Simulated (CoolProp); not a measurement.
R13 along the isotherm 156.15 °C: Z from the reference equation and from simpler models built on Tc = 29.9 °C, pc = 3.973 MPa, ω = 0.175; each cubic takes its own stable root.

The numbers come from the reference Helmholtz-energy equation of state, Platzer 1990 in CoolProp. This equation is an older, rougher fit; its heat capacities, sound speeds and derivatives of the liquid may be far off and weren't checked against measurements.

```json
[
 {"p (MPa)": "4.41", "phase": "supercritical", "reference": "0.8931", "van der Waals": "0.8567", "Redlich-Kwong": "0.8732", "Soave-Redlich-Kwong": "0.9022", "Peng-Robinson": "___"},
 {"p (MPa)": "8.83", "phase": "supercritical", "reference": "0.8084", "van der Waals": "0.7267", "Redlich-Kwong": "0.7762", "Soave-Redlich-Kwong": "0.8360", "Peng-Robinson": "0.7982"},
 {"p (MPa)": "13.2", "phase": "supercritical", "reference": "0.7791", "van der Waals": "0.7174", "Redlich-Kwong": "0.7478", "Soave-Redlich-Kwong": "0.8209", "Peng-Robinson": "0.7746"},
 {"p (MPa)": "17.7", "phase": "supercritical", "reference": "0.8069", "van der Waals": "0.7976", "Redlich-Kwong": "0.7794", "Soave-Redlich-Kwong": "0.8501", "Peng-Robinson": "0.7956"},
 {"p (MPa)": "22.1", "phase": "supercritical", "reference": "0.8672", "van der Waals": "0.9001", "Redlich-Kwong": "0.8383", "Soave-Redlich-Kwong": "0.9035", "Peng-Robinson": "0.8404"},
 {"p (MPa)": "26.5", "phase": "supercritical", "reference": "0.9426", "van der Waals": "___", "Redlich-Kwong": "0.9083", "Soave-Redlich-Kwong": "___", "Peng-Robinson": "0.8968"},
 {"p (MPa)": "30.9", "phase": "supercritical", "reference": "1.025", "van der Waals": "1.121", "Redlich-Kwong": "0.9831", "Soave-Redlich-Kwong": "1.040", "Peng-Robinson": "0.9592"},
 {"p (MPa)": "35.3", "phase": "supercritical", "reference": "1.110", "van der Waals": "1.232", "Redlich-Kwong": "1.060", "Soave-Redlich-Kwong": "___", "Peng-Robinson": "1.025"},
 {"p (MPa)": "39.7", "phase": "supercritical", "reference": "___", "van der Waals": "1.344", "Redlich-Kwong": "1.138", "Soave-Redlich-Kwong": "1.189", "Peng-Robinson": "1.091"}
]
```

Question: Complete the blanks.

Answer: 
- 4.41, Peng-Robinson: 0.8784
- 26.5, van der Waals: 1.009
- 26.5, Soave-Redlich-Kwong: 0.9687
- 35.3, Soave-Redlich-Kwong: 1.113
- 39.7, reference: 1.197
